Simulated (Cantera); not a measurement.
What does this Cantera script print?

```python
import numpy as np
import cantera as ct

gas_names = """
    AL ALH ALN AL2 H H2 N NH NH2 NH3 N2 N2H2 N2H4
""".split()
cond_names = """
    AL(cr) AL(L) ALN(s)
""".split()


# ... load() reads the species with a 1 bar reference pressure and builds the phases ...
atoms = {
    'AlN': {'AL': 1, 'N': 1},
    'H2': {'H': 2},
}
top_T = {'ALN(s)': 2750}  # K; cautious upper limits of use, not melting points


# ... equilibrate(T, P, feed) seeds the gas with the atoms and calls Mixture.equilibrate('TP', solver="vcs", rtol=1e-11, max_steps=5000) ...
results = []
feed = {'AlN': 1, 'H2': 7.5}  # mol
P = 13332.2  # Pa
for T in [1573, 1648, 1723, 1798, 1873, 1948, 2023, 2098]:
    mix = equilibrate(T, P, feed)
    results.append((T, P, feed, dict(zip(mix.species_names, mix.species_moles))))

top = {s: max(r[3][s] / sum(r[3][g] for g in gas_names) for r in results) for s in gas_names}
cols = sorted((s for s in top if top[s] > 1e-06), key=lambda s: -top[s])[:7]
seen = [c for c in cond_names if any(r[3].get(c, 0) > 1e-12 for r in results)]
print("log10 of partial pressures in bar; condensed amounts in mol")
print(f"{'T/K':>10s}" + "".join(f"{s[:9]:>10s}" for s in cols + seen))
for T, P, feed, n in results:
    ng = sum(n[g] for g in gas_names)
    print(f"{T:10.4g}" + "".join(f"{np.log10(max(n[s] / ng * P / 1e5, 1e-99)):10.3f}" for s in cols)
          + "".join(f"{n.get(c, 0):10.4g}" for c in seen))
```

Output:

```
log10 of partial pressures in bar; condensed amounts in mol
       T/K        H2        AL        N2         H       ALH       AL2    ALN(s)
      1573    -0.875    -6.061    -6.237    -4.828    -6.535   -11.411    0.9999
      1648    -0.875    -5.413    -5.614    -4.488    -5.997   -10.375    0.9997
      1723    -0.875    -4.823    -5.042    -4.177    -5.508    -9.434     0.999
      1798    -0.876    -4.284    -4.518    -3.891    -5.061    -8.574    0.9966
      1873    -0.877    -3.789    -4.034    -3.629    -4.652    -7.787    0.9896
      1948    -0.879    -3.334    -3.588    -3.386    -4.276    -7.062    0.9707
      2023    -0.884    -2.913    -3.174    -3.163    -3.931    -6.394    0.9234
      2098    -0.895    -2.524    -2.790    -2.959    -3.614    -5.775    0.8102
```

Cantera equilibrium calculation (NASA polynomials, part measured and part estimated; ideal gas, pure solids and liquids).
